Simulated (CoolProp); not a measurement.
CH2F2 (R32) along the isotherm 308.8 K: fugacity coefficient from the reference equation and from simpler models built on Tc = 351.3 K, pc = 5783 kPa, ω = 0.277; each cubic takes its own stable root.

Values from CoolProp's reference Helmholtz-energy equation of state, Tillner-Roth 1997.

```tsv
p (kPa)	phase	reference
91.4	gas	0.9903
138	gas	0.9853
208	gas	0.9779
314	gas	0.9667
474	gas	0.9498
714	gas	0.9247
1080	gas	0.8868
1630	gas	0.8303
2450	liquid	0.7020
3700	liquid	0.4778
5580	liquid	0.3300
8420	liquid	0.2324
12700	liquid	0.1685
19200	liquid	0.1272
28900	liquid	0.1024
```

### Question
How far does each simpler model (van der Waals, Redlich-Kwong, Soave-Redlich-Kwong, Peng-Robinson) lie from the reference over these 15 states: mean and median of the absolute difference, and the worst?

### Answer
- van der Waals: mean 32.1 %, median 6.8 %, worst +119.4 % at 308.8 K and 28900 kPa
- Redlich-Kwong: mean 13.6 %, median 4.0 %, worst +43.3 % at 308.8 K and 28900 kPa
- Soave-Redlich-Kwong: mean 6.4 %, median 3.1 %, worst +24.0 % at 308.8 K and 28900 kPa
- Peng-Robinson: mean 3.4 %, median 1.8 %, worst +11.8 % at 308.8 K and 28900 kPa

At some of these states van der Waals, Redlich-Kwong gives the other phase, because its saturation line lies elsewhere.
